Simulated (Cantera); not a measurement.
Charge: 1 mol B, 15 mol NH₃, 2.6 mol H₂, equilibrated at 1777 °C and 0.133 bar.

These are equilibrium values from Cantera (NASA tables, ideal gas, pure condensed phases), not measurements of a reactor. Candidate condensed phases: B, BN; 15 gas species. The tables' values for BH₂ are old estimates; treat these amounts as uncertain. The numbers say what is thermodynamically allowed, not how fast it happens.

Base state: H₂ 0.777, N₂ 0.217, H 0.00548, BH₂ 4.41e-5 (mole fractions); condensed: BN(s).

What changes in the equilibrium state with this change: temperature from 1777 °C to 2150 °C?


```json
[
 {"species": "H₂", "before": "0.777", "after": "0.741"},
 {"species": "N₂", "before": "0.217", "after": "0.214"},
 {"species": "H", "before": "0.00548", "after": "0.0418"},
 {"species": "BH₂", "before": "4.41e-5", "after": "0.00220"},
 {"species": "B", "before": "2.06e-7", "after": "0.000284"},
 {"species": "BN", "before": "3.39e-8", "after": "2.10e-5"},
 {"species": "BN(s), mol", "before": "0.999", "after": "0.915"}
]
```
Gases not in the tables: B₂H₆ and higher boranes.
